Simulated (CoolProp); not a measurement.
Properties of R152A along the isotherm 406.2 K.

The numbers come from the reference Helmholtz-energy equation of state, Outcalt 1996 in CoolProp. It is a modified Benedict-Webb-Rubin equation, recast in Helmholtz form.

```tsv
p (MPa)	phase	cv (kJ/(kg K))	isothermal compressibility (1/MPa)
0.941	gas	1.171	1.142
1.88	gas	1.202	[?]
2.82	gas	[?]	0.4693
3.76	gas	1.284	[?]
4.7	supercritical	1.342	0.4379
5.65	supercritical	1.418	[?]
6.59	supercritical	1.422	0.3446
7.53	supercritical	1.380	0.1249
8.47	supercritical	1.356	[?]
9.41	supercritical	1.342	0.04659
10.4	supercritical	1.332	0.03469
11.3	supercritical	1.325	[?]
```

Task: Some entries are withheld; supply them.

Result: 
- 1.88, isothermal compressibility (1/MPa): 0.6254
- 2.82, cv (kJ/(kg K)): 1.239
- 3.76, isothermal compressibility (1/MPa): 0.4167
- 5.65, isothermal compressibility (1/MPa): 0.5908
- 8.47, isothermal compressibility (1/MPa): 0.06865
- 11.3, isothermal compressibility (1/MPa): 0.02815
